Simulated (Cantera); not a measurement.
Charge: 1 mol SiO₂, 0.67 mol CH₄, 0.8 mol N₂, equilibrated at 0.100 bar.

These are equilibrium values from Cantera (NASA tables, ideal gas, pure condensed phases), not measurements of a reactor. Candidate condensed phases: C, C₆H₆, C₇H₈, C₈H₁₈, H₂O, Si, SiC, SiO₂, Si₂N₂O, Si₃N₄; 151 gas species. Mutual solubility and eutectic melting of coexisting phases are not modelled. The tables hold silica as quartz up to 1696 K and as liquid above; real silica turns to tridymite and cristobalite and melts near 1996 K. The numbers say what is thermodynamically allowed, not how fast it happens.

### Question
At 1302 °C, list the 6 most abundant gas species with their mole fractions, and the condensed phases.

### Answer
H₂ 0.517, CO 0.259, N₂ 0.223, SiO 0.000535, H₂O 0.000130, H 9.45e-5. Condensed: SiO₂(β-quartz) + Si₂N₂O(s).
